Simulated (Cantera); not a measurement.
Standard-state values (1 bar) from the NASA 1993 polynomials, evaluated with Cantera. Values are per mole of reaction as written; species without (g) are pure solids or liquids, kept so even where they would boil at 1 bar.

5 H2O2(g) + 4 V → 5 H2(g) + 2 V2O5

```csv
T (K),ΔH° (kJ),ΔS° (J/K),ΔG° (kJ),log10 K,condensed phases
2023,-2160.2,-67.8,-2023.0,52.23,"V(s), V2O5(l)"
2123,?,?,?,?,"V(s), V2O5(l)"
2223,-2250.0,-108.8,-2008.2,47.19,"V(l), V2O5(l)"
2323,-2250.6,-109.1,-1997.3,44.91,"V(l), V2O5(l)"
2423,-2251.4,-109.4,-1986.4,42.82,"V(l), V2O5(l)"
2523,?,?,?,?,"V(l), V2O5(l)"
2623,-2253.2,-110.1,-1964.4,39.12,"V(l), V2O5(l)"
```

Problem. Fill in the missing entries.

Solution. 
- 2123, ΔH° (kJ): -2158.9
- 2123, ΔS° (J/K): -67.2
- 2123, ΔG° (kJ): -2016.3
- 2123, log10 K: 49.61
- 2523, ΔH° (kJ): -2252.2
- 2523, ΔS° (J/K): -109.7
- 2523, ΔG° (kJ): -1975.4
- 2523, log10 K: 40.90
